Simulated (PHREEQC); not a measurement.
Consider water at 25 °C with 0.0073 mol HF, 0.011 mol NH4F and 0.0083 mol HCl per kg of water. Closed to the air; pH follows from the charge balance.

Equilibrium calculation in PHREEQC: ion-association model, phreeqc.dat.

| quantity | before | after |
|---|---|---|
| pH | 2.68 | 3.90 |
| ionic strength (mol/kgw) | 0.0133 | 0.000237 |
| HF (mol/kgw) | 0.0131 | 2.85e-5 |
| F- (mol/kgw) | 0.00475 | 0.000154 |
| HF2- (mol/kgw) | 0.000238 | 1.69e-8 |

Task: Name the change that produced these shifts.
A) HF from 0.0073 to 0.00146 mol/kgw
B) NH4F left out
C) HF from 0.0073 to 0.0109 mol/kgw
D) diluted 100-fold with water

Result: D, diluted 100-fold with water

Precipitation was switched off in this run.
